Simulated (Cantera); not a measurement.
Thermodynamics of silicon carbide growth, feed (CH3)2SiCl2 + C3H8 + H2

A closed system holds: 1 mol (CH3)2SiCl2, 0.19 mol C3H8, 400 mol H2, held at 1752 °C and 75.0 Torr.

Cantera equilibrium calculation (NASA polynomials, part measured and part estimated; ideal gas, pure solids and liquids). Candidate condensed phases: C, C6H6, C7H8, C8H18, Si, SiC; 109 gas species. The feed counts by its element totals alone. Equilibrium is a limit: real reactors are often held back by kinetics, nucleation or transport.

```json
{
 "x(H2)": "0.988",
 "x(H)": "0.00605",
 "x(HCl)": "0.00490",
 "x(C2H2 (acetylene))": "0.000894",
 "x(CH4)": "3.88e-5",
 "x(Si)": "3.50e-5",
 "x(Cl)": "2.23e-5",
 "x(SiH2)": "7.25e-6",
 "x(SiH)": "7.04e-6",
 "n(C(graphite))": "0.847 mol",
 "n(SiC(s))": "0.976 mol",
 "gas_amount": "406.0 mol",
 "log10 activity of Si(l) (absent)": "-1.22"
}
```
